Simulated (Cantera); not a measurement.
## Stirred combustor or abatement burner

A perfectly stirred reactor is fed with CH4 : O2 : N2 : CO2 = 1 : 3.85 : 14.5 : 1.6 (molar parts), at 500000 Pa; it is adiabatic with a 350 K inlet, and is followed from long to short residence time, starting on the burning branch (τ in s: 0.021, 0.0099, 0.0047, 0.0023, 0.0011, 0.00053, 0.00025, 0.00012, 5.9e-05, 2.8e-05).

Detailed kinetics in Cantera: GRI-Mech 3.0 (53 species, 325 reactions).

| τ (s) | T (K) | x CH4 | x O2 | x CO2 | x O | x C2H | x CO | x C2H2 |
|---|---|---|---|---|---|---|---|---|
| 0.021 | 1407 | 0.000286 | 0.0902 | 0.121 | 8.04e-6 | 5.99e-12 | 0.00269 | 5.14e-7 |
| 0.0099 | 1359 | 0.000855 | 0.0936 | 0.115 | 9.64e-6 | 5.45e-12 | 0.00708 | 8.64e-7 |
| 0.0047 | 350 | 0.0477 | 0.184 | 0.0764 | <1e-12 | <1e-12 | <1e-12 | <1e-12 |
| 0.0023 | 350 | 0.0477 | 0.184 | 0.0764 | <1e-12 | <1e-12 | <1e-12 | <1e-12 |
| 0.0011 | 350 | 0.0477 | 0.184 | 0.0764 | <1e-12 | <1e-12 | <1e-12 | <1e-12 |
| 0.00053 | 350 | 0.0477 | 0.184 | 0.0764 | <1e-12 | <1e-12 | <1e-12 | <1e-12 |
| 0.00025 | 350 | 0.0477 | 0.184 | 0.0764 | <1e-12 | <1e-12 | <1e-12 | <1e-12 |
| 0.00012 | 350 | 0.0477 | 0.184 | 0.0764 | <1e-12 | <1e-12 | <1e-12 | <1e-12 |
| 5.9e-5 | 350 | 0.0477 | 0.184 | 0.0764 | <1e-12 | <1e-12 | <1e-12 | <1e-12 |
| 2.8e-5 | 350 | 0.0477 | 0.184 | 0.0764 | <1e-12 | <1e-12 | <1e-12 | <1e-12 |
x: mole fraction; the columns are a selection and need not sum to one.
